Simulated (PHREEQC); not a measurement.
Consider water at 20 °C with 0.0068 mol HF and 0.002 mol (CH3)4NF per kg of water. Closed to the air; pH follows from the charge balance.

Equilibrium calculation in PHREEQC: ion-association model, wateq4f.dat.

```json
[
 {"quantity": "pH", "before": "2.90", "after": "2.69"},
 {"quantity": "ionic strength (mol/kgw)", "before": "0.00332", "after": "0.00419"},
 {"quantity": "F- (mol/kgw)", "before": "0.00326", "after": "0.00403"},
 {"quantity": "H2F2 (mol/kgw)", "before": "8.57e-5", "after": "0.000348"},
 {"quantity": "HF2- (mol/kgw)", "before": "6.29e-5", "after": "0.000157"}
]
```

Task: What was changed between the two runs?
A) (CH3)4NF from 0.002 to 0.0018 mol/kgw
B) HF from 0.0068 to 0.0136 mol/kgw
C) 0.0054 mol/kgw KCl added
D) (CH3)4NF replaced by NaBF4 at the same molality
E) HF from 0.0068 to 0.0034 mol/kgw

Result: B, HF from 0.0068 to 0.0136 mol/kgw

Precipitation was switched off in this run. (CH3)4N+ isn't in the database: it is added as a free cation with an ion size of 4 Å.
